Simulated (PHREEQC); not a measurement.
## Acid rinse or clean: an equilibrium model

Solution (45 °C): 0.025 mol HF and 5.8e-05 mol KCl per kg of water. It is in equilibrium with CO2 at log p = -2 (atm). Otherwise closed; pH follows from the charge balance.

Model: ion-association model, wateq4f.dat, run in PHREEQC.

Precipitation was switched off in this run.

Question: Predict the pH, ionic strength.

Answer: pH 2.50; ionic strength 0.00345 mol/kgw.

Question: In which forms is F present?

Answer: HF 81 %, F- 12 %, H2F2 4.1 %, HF2- 2.2 % of the F.

Species that the database lacks are ignored. Away from 25 °C the constants follow the database's enthalpies or fits; those with neither stay at their 25 °C values.
